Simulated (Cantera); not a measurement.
An isothermal, constant-pressure homogeneous reactor starts with 42.3 % H2, 38.5 % O2, 19.2 % N2, equivalence ratio 0.55, at 950 K and 13300 Pa.

Model: the H2/O2 subset of GRI-Mech 3.0, which has no nitrogen chemistry, integrated in Cantera. Radical loss at walls, strong at low pressure, is not modelled. The temperature is held fixed by assumption; the heat of reaction is taken as removed at once.

x: mole fraction; the columns are a selection and need not sum to one.

```tsv
t (s)	x H2	x O2	x O	x OH	x H2O	x H	x HO2
4.00e-5	0.423	0.385	2.82e-11	9.01e-12	1.11e-10	2.10e-10	1.73e-10
0.000163	0.423	0.385	___	3.50e-10	___	___	___
0.000662	0.415	0.381	___	___	___	___	___
0.00269	0.0190	0.227	0.000101	9.74e-5	0.512	8.47e-5	9.56e-5
0.0110	0.0134	0.225	5.08e-6	4.81e-6	0.520	3.01e-6	6.86e-5
0.0446	0.0109	0.224	2.93e-6	3.04e-6	0.523	1.57e-6	5.79e-5
0.181	0.00548	0.222	1.65e-6	2.33e-6	0.530	6.27e-7	4.08e-5
0.737	0.000987	0.220	3.12e-7	1.20e-6	0.535	6.14e-8	1.35e-5
3.00	0.000107	0.220	1.08e-8	2.69e-7	0.536	1.53e-9	2.04e-6
```

Problem. Complete the blanks.

Solution. 
- 0.000163, x O: 1.15e-9
- 0.000163, x H2O: 9.88e-9
- 0.000163, x H: 7.57e-9
- 0.000163, x HO2: 2.37e-9
- 0.000662, x O: 0.000586
- 0.000662, x OH: 0.000221
- 0.000662, x H2O: 0.00640
- 0.000662, x H: 0.00392
- 0.000662, x HO2: 4.35e-5
